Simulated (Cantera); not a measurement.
A Cantera script and its output.

```python
import numpy as np
import cantera as ct

gas = ct.Solution("gri30.yaml")
gas.TPX = 1275, 1000000, {'CO': 0.0017, 'O2': 0.0023, 'H2O': 0.021, 'N2': 1}
reactor = ct.IdealGasConstPressureReactor(gas, energy="off", clone=False)
net = ct.ReactorNet([reactor])
net.rtol, net.atol = 1e-08, 1e-18
show = ['CO', 'O2', 'H2O', 'OH', 'H2', 'NO2']
times = np.geomspace(2e-05, 1, 14)

steps = ct.SolutionArray(gas, extra=["t"])
rows = []
print(f"{'t/s':>10s}{'T/K':>9s}{'P/Pa':>11s}" + "".join(f"{s:>11s}" for s in show))
for t in times:
    while net.time < t:
        t_next = net.step()
        steps.append(gas.state, t=t_next)
    rows.append([np.interp(t, steps.t, y) for y in (steps.T, steps.P, *steps(*show).X.T)])
    print(f"{t:10.3e}{rows[-1][0]:9.1f}{rows[-1][1]:11.4g}" + "".join(f"{x:11.3e}" for x in rows[-1][2:]))
rate = np.gradient(steps.T, steps.t)
print("integrator steps:", len(steps.t))
if steps.T.max() > steps.T[0] + 200:
    print(f"time of steepest temperature rise: {steps.t[rate.argmax()]:.4e} s")
gas.TPX = 1275, 1000000, {'CO': 0.0017, 'O2': 0.0023, 'H2O': 0.021, 'N2': 1}
gas.equilibrate("TP")
print(f"equilibrium (TP): T = {gas.T:.1f} K  " + "  ".join(f"{s} {gas[s].X[0]:.3e}" for s in show))
```

Result:

```
       t/s      T/K       P/Pa         CO         O2        H2O         OH         H2        NO2
 2.000e-05   1275.0      1e+06  1.659e-03  2.244e-03  2.049e-02  8.908e-11  6.001e-12  1.039e-25
 4.597e-05   1275.0      1e+06  1.659e-03  2.244e-03  2.049e-02  2.830e-10  6.054e-11  3.004e-24
 1.057e-04   1275.0      1e+06  1.659e-03  2.244e-03  2.049e-02  8.667e-10  4.986e-10  1.335e-22
 2.429e-04   1275.0      1e+06  1.659e-03  2.244e-03  2.049e-02  3.569e-09  4.340e-09  9.863e-21
 5.583e-04   1275.0      1e+06  1.658e-03  2.244e-03  2.049e-02  4.614e-08  8.163e-08  3.872e-18
 1.283e-03   1275.0      1e+06  1.621e-03  2.227e-03  2.047e-02  3.196e-06  1.021e-05  3.890e-13
 2.950e-03   1275.0      1e+06  1.268e-03  2.073e-03  2.043e-02  5.374e-06  5.591e-05  2.303e-11
 6.780e-03   1275.0      1e+06  7.348e-04  1.804e-03  2.044e-02  4.345e-06  4.831e-05  1.172e-10
 1.558e-02   1275.0      1e+06  2.975e-04  1.575e-03  2.047e-02  2.984e-06  2.476e-05  3.403e-10
 3.582e-02   1275.0      1e+06  7.290e-05  1.455e-03  2.050e-02  2.093e-06  7.578e-06  5.980e-10
 8.234e-02   1275.0      1e+06  6.951e-06  1.419e-03  2.050e-02  1.578e-06  8.691e-07  3.892e-10
 1.893e-01   1275.0      1e+06  1.774e-07  1.416e-03  2.050e-02  9.710e-07  4.177e-08  5.133e-11
 4.351e-01   1275.0      1e+06  2.475e-09  1.416e-03  2.050e-02  6.480e-07  1.084e-08  2.063e-11
 1.000e+00   1275.0      1e+06  1.295e-09  1.416e-03  2.050e-02  5.742e-07  9.606e-09  1.896e-11
integrator steps: 999
equilibrium (TP): T = 1275.0 K  CO 1.296e-09  O2 1.400e-03  H2O 2.050e-02  OH 5.703e-07  H2 9.630e-09  NO2 9.494e-08
```

Detailed kinetics in Cantera: GRI-Mech 3.0 (53 species, 325 reactions).
